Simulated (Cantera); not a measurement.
**Diamond growth**

A diamond (100) surface in a fixed gas of H2 with x(CH4) = 0.019, x(H) = 0.00065, at 925 K, 2000 Pa; coverages are run to steady state.

Detailed kinetics in Cantera: the Harris–Goodwin 1993 mechanism for the reconstructed diamond (100) surface.

| x(CH3) | growth (µm/h) | θ c6HH | θ c6H* | θ c6*H | θ c6** | θ c6HM |
|---|---|---|---|---|---|---|
| 1e-06 | 0.00647 | 0.669 | 0.0122 | 0.313 | 0.00514 | 0.00103 |
| 2.7e-06 | 0.0174 | 0.667 | 0.0121 | 0.312 | 0.00513 | 0.00278 |
| 7.1e-06 | 0.0455 | 0.663 | 0.0121 | 0.310 | 0.00509 | 0.00727 |
| 1.9e-05 | 0.120 | 0.653 | 0.0119 | 0.305 | 0.00499 | 0.0191 |
| 5.1e-05 | 0.308 | 0.628 | 0.0114 | 0.293 | 0.00474 | 0.0492 |
| 0.00014 | 0.754 | 0.568 | 0.0103 | 0.264 | 0.00414 | 0.121 |
| 0.00036 | 1.54 | 0.462 | 0.00831 | 0.214 | 0.00311 | 0.246 |
| 0.00096 | 2.62 | 0.315 | 0.00556 | 0.143 | 0.00175 | 0.420 |
| 0.0026 | 3.61 | 0.180 | 0.00305 | 0.0785 | 0.000665 | 0.580 |
θ: site fractions in the mechanism's names (c6HH fully hydrogenated, c6H* and c6*H radical sites, c6** diradical, c6HM methylated).
